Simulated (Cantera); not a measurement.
A closed system holds: 1 mol Hg, a varied amount of O2, 4.5 mol N2, 0.59 mol H2, equilibrated at 975 K and 1 atm.

These are equilibrium values from Cantera (NASA tables, ideal gas, pure condensed phases), not measurements of a reactor. Candidate condensed phases: H2O, Hg, HgO; 25 gas species. Equilibrium is a limit: real reactors are often held back by kinetics, nucleation or transport.

Question: At 0.055 mol O2, list the 5 most abundant gas species with their mole fractions, and the condensed phases.

Answer: N2 0.739, Hg 0.164, H2 0.0788, H2O 0.0181, NH3 1.33e-5. Condensed: gas only.
